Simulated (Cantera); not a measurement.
Feed: 1 mol SiHCl3, 0.56 mol C3H8, 4.2 mol H2, 0.031 mol HCl, at 128 Torr.

Method: chemical equilibrium by Gibbs-energy minimisation in Cantera with the NASA 1993 tables (ideal gas, pure condensed phases). Candidate condensed phases: C, C6H6, C7H8, C8H18, Si, SiC; 109 gas species. Gases not in the tables: Si2H6 and higher silanes. The numbers say what is thermodynamically allowed, not how fast it happens.

Q: Which condensed phases are stable at each of these points (T (K)): 1373, 1473, 1573, 1673, 1773, 1873, 1973, 2073, 2173, 2273, 2373, 2473, 2573, 2673?

A: 
| T (K) | condensed phases | Si condensed (%) |
|---|---|---|
| 1373 | C(graphite) + SiC(s) | 89.3 |
| 1473 | C(graphite) + SiC(s) | 92.6 |
| 1573 | C(graphite) + SiC(s) | 92.7 |
| 1673 | C(graphite) + SiC(s) | 91.4 |
| 1773 | C(graphite) + SiC(s) | 89.2 |
| 1873 | C(graphite) + SiC(s) | 86.5 |
| 1973 | C(graphite) + SiC(s) | 83.5 |
| 2073 | C(graphite) + SiC(s) | 80.2 |
| 2173 | C(graphite) + SiC(s) | 76.6 |
| 2273 | C(graphite) + SiC(s) | 72.6 |
| 2373 | C(graphite) + SiC(s) | 67.3 |
| 2473 | C(graphite) + SiC(s) | 58.5 |
| 2573 | C(graphite) + SiC(s) | 39.9 |
| 2673 | C(graphite) | 0.0 |

From 1373 K to 2573 K the condensed part is C(graphite) + SiC(s). At 2673 K the condensed part is C(graphite).
